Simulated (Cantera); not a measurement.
**Equilibrium for tantalum, niobium, vanadium and zirconium in process gases: Ta(OEt)5 + O2 + CH4**

Charge: 1 mol Ta(OEt)5, 0.11 mol O2, 1.1 mol CH4, held at 3.30 Torr.

Method: chemical equilibrium by Gibbs-energy minimisation in Cantera with the NASA 1993 tables (ideal gas, pure condensed phases). Candidate condensed phases: C, C6H6, C7H8, C8H18, H2O, Ta, TaC, Ta2O5; 113 gas species. The feed counts by its element totals alone. TaC: taken at fixed stoichiometry. Condensed phases not in the tables: Ta2C. Equilibrium is a limit: real reactors are often held back by kinetics, nucleation or transport.

```
T (K)   x H2      x H   x CO  x C2H2 (acetylene)      x C3     x C2H  n C(graphite)  n TaC(s)
-----  -----  -------  -----  ------------------  --------  --------  -------------  --------
1775   0.735  0.00374  0.262            0.000105  1.20e-11   4.19e-9           4.88      1.00
1875   0.730  0.00845  0.261            0.000231  2.35e-10   3.18e-8           4.87      1.00
1975   0.722   0.0175  0.260            0.000469   3.38e-9   1.96e-7           4.86      1.00
2075   0.708   0.0338  0.258            0.000878   3.73e-8   1.00e-6           4.84      1.00
2175   0.684   0.0608  0.254             0.00153   3.29e-7   4.38e-6           4.82      1.00
2275   0.646    0.103  0.249             0.00246   2.38e-6   1.66e-5           4.78      1.00
2375   0.592    0.164  0.241             0.00368   1.45e-5   5.51e-5           4.72      1.00
2475   0.520    0.245  0.230             0.00506   7.63e-5  0.000162           4.63      1.00
2575   0.432    0.343  0.217             0.00636  0.000350  0.000423           4.52      1.00
2675   0.336    0.451  0.202             0.00724   0.00143  0.000986           4.32      1.00
```
x: gas mole fraction; n: condensed amount in mol.

From 1775 K to 2675 K the condensed part is C(graphite) + TaC(s).
